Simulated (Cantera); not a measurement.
A closed system holds: 1 mol (CH₃)₂SiCl₂, 1.2 mol C₂H₂, 17 mol H₂, at 0.0133 bar.

Equilibrium computed with Cantera from the NASA thermochemical tables; the gas is ideal and each condensed phase is pure. Candidate condensed phases: C, C₆H₆, C₇H₈, C₈H₁₈, Si, SiC; 109 gas species. The feed counts by its element totals alone. The tables' values for SiCl are old estimates; treat these amounts as uncertain. Gases not in the tables: Si₂H₆ and higher silanes. Rates play no part.

log p: log10 of the partial pressure in bar; n: condensed amount in mol.

```json
[
 {"T (K)": "2173", "log p H₂": "-1.94", "log p H": "-3.28", "log p HCl": "-2.96", "log p Si": "-4.55", "log p Cl": "-4.45", "log p C₂H₂ (acetylene)": "-4.59", "log p SiC₂": "-5.62", "n C(graphite)": "3.40", "n SiC(s)": "0.899"},
 {"T (K)": "2223", "log p H₂": "-1.94", "log p H": "-3.16", "log p HCl": "-2.97", "log p Si": "-4.28", "log p Cl": "-4.33", "log p C₂H₂ (acetylene)": "-4.48", "log p SiC₂": "-5.26", "n C(graphite)": "3.43", "n SiC(s)": "0.835"},
 {"T (K)": "2273", "log p H₂": "-1.95", "log p H": "-3.05", "log p HCl": "-2.99", "log p Si": "-4.01", "log p Cl": "-4.23", "log p C₂H₂ (acetylene)": "-4.38", "log p SiC₂": "-4.91", "n C(graphite)": "3.48", "n SiC(s)": "0.719"},
 {"T (K)": "2323", "log p H₂": "-1.97", "log p H": "-2.95", "log p HCl": "-3.00", "log p Si": "-3.76", "log p Cl": "-4.13", "log p C₂H₂ (acetylene)": "-4.28", "log p SiC₂": "-4.58", "n C(graphite)": "3.58", "n SiC(s)": "0.510"},
 {"T (K)": "2373", "log p H₂": "-1.98", "log p H": "?", "log p HCl": "-3.03", "log p Si": "?", "log p Cl": "?", "log p C₂H₂ (acetylene)": "?", "log p SiC₂": "?", "n C(graphite)": "3.78", "n SiC(s)": "?"},
 {"T (K)": "2423", "log p H₂": "-2.00", "log p H": "-2.75", "log p HCl": "-3.04", "log p Si": "-3.45", "log p Cl": "-3.94", "log p C₂H₂ (acetylene)": "-4.11", "log p SiC₂": "-4.13", "n C(graphite)": "3.78", "n SiC(s)": "0"},
 {"T (K)": "2473", "log p H₂": "-2.02", "log p H": "?", "log p HCl": "-3.06", "log p Si": "-3.44", "log p Cl": "?", "log p C₂H₂ (acetylene)": "?", "log p SiC₂": "?", "n C(graphite)": "3.67", "n SiC(s)": "0"},
 {"T (K)": "2523", "log p H₂": "-2.04", "log p H": "-2.58", "log p HCl": "-3.08", "log p Si": "-3.45", "log p Cl": "-3.77", "log p C₂H₂ (acetylene)": "-3.97", "log p SiC₂": "-4.00", "n C(graphite)": "3.55", "n SiC(s)": "0"}
]
```

**Question.** Some entries are withheld; supply them.

**Answer.** 
- 2373, log p H: -2.85
- 2373, log p Si: -3.52
- 2373, log p Cl: -4.04
- 2373, log p C₂H₂ (acetylene): -4.20
- 2373, log p SiC₂: -4.27
- 2373, n SiC(s): 0.131
- 2473, log p H: -2.66
- 2473, log p Cl: -3.85
- 2473, log p C₂H₂ (acetylene): -4.04
- 2473, log p SiC₂: -4.06
